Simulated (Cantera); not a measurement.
# Low-pressure radical oxidation in H2/O2

An isothermal, constant-pressure homogeneous reactor starts with H2 : O2 = 0.05 : 1 (molar parts), at 1125 K and 230 Pa.

Model: the H2/O2 subset of GRI-Mech 3.0, which has no nitrogen chemistry, integrated in Cantera. Radical loss at walls, strong at low pressure, is not modelled. The temperature is held fixed by assumption; the heat of reaction is taken as removed at once.

```tsv
t (s)	x H2	x O2	x H2O	x H2O2	x O	x HO2	x H
2.00e-5	0.0476	0.952	<1e-12	<1e-12	<1e-12	3.16e-11	3.08e-11
5.53e-5	0.0476	0.952	<1e-12	<1e-12	6.26e-12	8.74e-11	8.14e-11
0.000153	0.0476	0.952	4.86e-12	<1e-12	4.36e-11	2.42e-10	2.03e-10
0.000423	0.0476	0.952	8.16e-11	<1e-12	2.77e-10	6.68e-10	4.73e-10
0.00117	0.0476	0.952	1.19e-9	<1e-12	1.71e-9	1.85e-9	1.32e-9
0.00323	0.0476	0.952	2.30e-8	2.74e-12	1.84e-8	5.13e-9	9.65e-9
0.00894	0.0476	0.952	4.42e-6	2.20e-11	2.96e-6	1.75e-8	1.47e-6
0.0247	0.00477	0.921	0.0349	4.07e-8	0.0231	8.54e-7	0.0115
0.0684	0.000740	0.916	0.0416	1.37e-8	0.0304	7.36e-7	0.00827
0.189	0.000664	0.921	0.0425	1.41e-8	0.0269	7.22e-7	0.00690
0.523	0.000496	0.929	0.0444	1.50e-8	0.0194	6.78e-7	0.00429
1.45	0.000241	0.941	0.0468	1.57e-8	0.00908	5.50e-7	0.00139
4.00	6.15e-5	0.949	0.0482	1.37e-8	0.00228	3.14e-7	0.000175
```
x: mole fraction; the columns are a selection and need not sum to one.

Equilibrium at this temperature and pressure: H2 2.53e-9, O2 0.951, H2O 0.0488, H2O2 2.67e-11, O 9.45e-8, HO2 2.62e-9, H 4.69e-11 (gas phase only).
